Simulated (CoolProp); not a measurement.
Vapour-liquid equilibrium of dimethyl carbonate (1) + n-nonane (2) at 0.46 bar; x and y are mole fractions of (1).

Model: multi-fluid Helmholtz-energy mixture model, Zhou 2011 and Lemmon 2006; pair parameters Bell 2016, in CoolProp.

| x | bubble temperature (°C) | y at the bubble point | dew temperature at overall composition x (°C) | liquid density (mol/L) |
|---|---|---|---|---|
| 0.05 | 106.0 | 0.454 | 121.7 | 5.191 |
| 0.15 | 86.3 | 0.759 | 118.4 | 5.630 |
| 0.25 | 77.2 | 0.847 | 114.7 | 6.042 |
| 0.35 | 72.9 | ___ | 110.7 | 6.467 |
| 0.45 | 70.9 | 0.897 | ___ | 6.930 |
| 0.55 | 70.0 | 0.904 | 101.0 | 7.451 |
| 0.65 | 69.5 | 0.909 | 94.8 | 8.050 |
| 0.75 | 69.0 | 0.916 | 87.2 | 8.752 |
| 0.85 | 68.3 | 0.931 | 76.9 | 9.588 |
| 0.95 | ___ | 0.966 | 67.8 | 10.59 |

Q: Complete the blanks.

A: 
- 0.35, y at the bubble point: 0.881
- 0.45, dew temperature at overall composition x (°C): 106.2
- 0.95, bubble temperature (°C): 67.5

No azeotrope shows between x = 0.05 and 0.95.

Pair parameters are fitted to limited data, so mixtures are less certain than the pure fluids. With so large a gap from Raoult's law the liquid may split in two, which this calculation doesn't test in full.
